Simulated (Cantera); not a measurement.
Input: 1 mol Ta(OEt)₅, 0.82 mol O₂, 240 mol H₂, held at 1598 K.

Cantera equilibrium calculation (NASA polynomials, part measured and part estimated; ideal gas, pure solids and liquids). Candidate condensed phases: C, C₆H₆, C₇H₈, C₈H₁₈, H₂O, Ta, TaC, Ta₂O₅; 113 gas species. The feed counts by its element totals alone. TaC: taken at fixed stoichiometry. Condensed phases not in the tables: Ta₂C. Equilibrium is a limit: real reactors are often held back by kinetics, nucleation or transport.

x: gas mole fraction; n: condensed amount in mol.

| P (Pa) | x H₂ | x H | x CO | x CH₄ | x H₂O | n C(graphite) | n TaC(s) |
|---|---|---|---|---|---|---|---|
| 0.100 | 0.924 | 0.0512 | 0.0250 | 1.41e-9 | 2.04e-11 | 2.35 | 1.00 |
| 1 | 0.958 | [?] | 0.0254 | [?] | [?] | 2.35 | 1.00 |
| 10 | 0.969 | [?] | 0.0256 | [?] | [?] | 2.35 | 1.00 |
| 100 | 0.973 | 0.00166 | 0.0256 | 1.56e-6 | 2.20e-8 | 2.35 | 1.00 |
| 1000 | 0.974 | 0.000525 | 0.0256 | 1.56e-5 | 2.21e-7 | 2.34 | 1.00 |
| 10000 | 0.974 | 0.000166 | 0.0256 | 0.000156 | 2.21e-6 | 2.31 | 1.00 |
| 100000 | 0.973 | 5.25e-5 | 0.0256 | 0.00156 | 2.21e-5 | 1.95 | 1.00 |
| 1000000 | 0.965 | 1.65e-5 | 0.0255 | 0.00950 | 0.000351 | 0 | 1.00 |

Fill in the missing entries.


- 10, x H: 0.00524
- 10, x CH₄: 1.55e-7
- 10, x H₂O: 2.19e-9
- 1, x H: 0.0165
- 1, x CH₄: 1.51e-8
- 1, x H₂O: 2.16e-10
